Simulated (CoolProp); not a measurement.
Values from CoolProp's reference Helmholtz-energy equation of state, Fiedler 2023.

Question: Give the vapour pressure (kPa), vapour density (kg/m³), liquid cp (kJ/(kg K)) of saturated tetrahydrofuran at -13.15, 31.15 °C.

Answer: 
| T (°C) | p (kPa) | vapour density (kg/m³) | liquid cp (kJ/(kg K)) |
|---|---|---|---|
| -13.15 | 3.01 | 0.101 | 1.60 |
| 31.15 | 28.2 | 0.811 | 1.75 |
